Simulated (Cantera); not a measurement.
## Boron, boron nitride and boron oxide: B2O3 + H2O + H2

Charge: 1 mol B2O3, 0.34 mol H2O, 0.63 mol H2, equilibrated at 0.0310 bar.

Cantera equilibrium calculation (NASA polynomials, part measured and part estimated; ideal gas, pure solids and liquids). Candidate condensed phases: B, B2O3, B3O3H3, H2O; 23 gas species. Gases not in the tables: H3BO3. Kinetics and transport are ignored.

| T (K) | log p H2 | log p H2O | log p HBO2 | log p B2O3 | log p HBO | log p H | log p BO | n B2O3(l) |
|---|---|---|---|---|---|---|---|---|
| 1098 | -1.70 | -1.97 | -4.76 | -9.63 | -9.24 | -8.45 | <-13 | 0.999 |
| 1198 | -1.70 | -1.97 | -4.08 | -8.06 | -8.09 | -7.57 | -12.32 | 0.998 |
| 1298 | -1.70 | -1.97 | -3.51 | -6.75 | -7.13 | -6.82 | -10.69 | 0.995 |
| 1398 | -1.70 | -1.99 | -3.03 | -5.64 | -6.30 | -6.18 | -9.29 | 0.985 |
| 1498 | -1.71 | -2.03 | -2.64 | -4.68 | -5.59 | -5.62 | -8.08 | 0.962 |
| 1598 | -1.73 | -2.12 | -2.32 | -3.85 | -4.95 | -5.14 | -7.00 | 0.914 |
| 1698 | -1.77 | -2.29 | -2.09 | -3.12 | -4.37 | -4.73 | -6.02 | 0.821 |
| 1798 | -1.85 | -2.60 | -1.97 | -2.48 | -3.81 | -4.38 | -5.09 | 0.617 |
| 1898 | -2.03 | -3.10 | -2.01 | -1.98 | -3.36 | -4.12 | -4.24 | 0 |
| 1998 | -2.04 | -3.04 | -2.02 | -1.98 | -3.28 | -3.81 | -3.89 | 0 |
| 2098 | -2.05 | -2.97 | -2.02 | -1.99 | -3.22 | -3.54 | -3.58 | 0 |
| 2198 | -2.07 | -2.92 | -2.03 | -2.00 | -3.17 | -3.29 | -3.30 | 0 |
log p: log10 of the partial pressure in bar; n: condensed amount in mol.

From 1098 K to 1798 K the condensed part is B2O3(l). From 1898 K to 2198 K nothing is condensed.
